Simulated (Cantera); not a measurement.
Input: 1 mol CH2F2, 0.054 mol Si, 14 mol H2, equilibrated at 3198 K and 0.100 bar.

These are equilibrium values from Cantera (NASA tables, ideal gas, pure condensed phases), not measurements of a reactor. Candidate condensed phases: C, C6H6, C7H8, C8H18, Si, SiC; 113 gas species. The tables' values for SiF, SiF2 are old estimates; treat these amounts as uncertain. Kinetics and transport are ignored.

Base state: H 0.529, H2 0.358, HF 0.0889, C2H2 (acetylene) 0.0111, C2H 0.00367, C3 0.00353, C 0.00160, Si 0.00153 (mole fractions); condensed: gas only.

### Question
What changes in the equilibrium state with this change: Si from 0.054 to 0.27 mol?

### Answer
```csv
species,before,after
H,0.529,0.526
H2,0.358,0.355
HF,0.0889,0.0864
Si,0.00153,0.00775
C2H2 (acetylene),0.0111,0.0101
SiH,3.31e-5,0.000167
SiF,0.000240,0.00119
SiC,5.87e-6,2.85e-5
SiF2,9.70e-5,0.000467
```
The tables' values for SiF, SiF2, SiF3 are old estimates; treat these amounts as uncertain.

### Question
What changes in the equilibrium state with this change: Si from 0.054 to 1.4 mol?

### Answer
| species | before | after |
|---|---|---|
| H | 0.529 | 0.514 |
| H2 | 0.358 | 0.338 |
| HF | 0.0889 | 0.0746 |
| Si | 0.00153 | 0.0418 |
| C2H2 (acetylene) | 0.0111 | 0.00637 |
| Si2 | 4.93e-8 | 3.68e-5 |
| Si2C | 2.97e-7 | 0.000173 |
| SiH | 3.31e-5 | 0.000879 |
| SiH2 | 1.42e-6 | 3.66e-5 |
| SiF | 0.000240 | 0.00566 |
The tables' values for SiF, SiF2, SiF3 are old estimates; treat these amounts as uncertain. Gases not in the tables: Si2H6 and higher silanes.

### Question
What changes in the equilibrium state with this change: temperature from 3198 K to 1625 K?

### Answer
| species | before | after |
|---|---|---|
| H2 | 0.358 | 0.884 |
| HF | 0.0889 | 0.112 |
| SiF4 | 1.33e-8 | 0.00323 |
| H | 0.529 | 0.000210 |
| C2H2 (acetylene) | 0.0111 | 3.14e-5 |
| C2H | 0.00367 | <1e-9 |
| C3 | 0.00353 | <1e-9 |
| C | 0.00160 | <1e-9 |
| Si | 0.00153 | <1e-9 |
| C2 | 0.000691 | <1e-9 |
| C(graphite), mol | 0 | 0.997 |
The tables' values for SiF3 are old estimates; treat these amounts as uncertain.
